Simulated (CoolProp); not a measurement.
A closed Brayton cycle with carbon dioxide: compressor inlet 330.15 K and 9.3 MPa, high pressure 30.7 MPa, turbine inlet 870 K, compressor efficiency 0.85, turbine efficiency 0.93, recuperator effectiveness 0.9 (on enthalpy, no pinch check). Each further row changes one setting.

Computed with CoolProp (reference Helmholtz-energy equation of state, Span 1996).

```tsv
case	thermal efficiency (%)	net work (kJ/kg)	compressor to turbine work	compressor exit (K)	turbine exit (K)
as stated	36.3	105	0.38	427.4	718.4
turbine inlet 820 K	34.4	94.3	0.40	427.4	673.7
compressor inlet 340.15 K	34.9	97.3	0.43	446.4	718.4
high pressure 26.1 MPa	35.6	95.2	0.36	413.8	738.3
recuperator effectiveness 0.5	24.8	105	0.38	427.4	718.4
```
